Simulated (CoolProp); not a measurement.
Vapour-liquid equilibrium of carbon dioxide (1) + sulfur dioxide (2) at 614 kPa; x and y are mole fractions of (1).

Computed with CoolProp (multi-fluid Helmholtz-energy mixture model, Span 1996 and Gao 2016; pair parameters Bell 2016).

Give the bubble temperature and the first vapour's composition at x = 0.2, 0.35, 0.8. Is there an azeotrope?

x = 0.2: 258.5 K, y = 0.879; x = 0.35: 243.2 K, y = 0.951; x = 0.8: 225.6 K, y = 0.992. No azeotrope shows between x = 0.05 and 0.95.

The pair parameters rest on a limited set of measurements; away from them the model extrapolates.
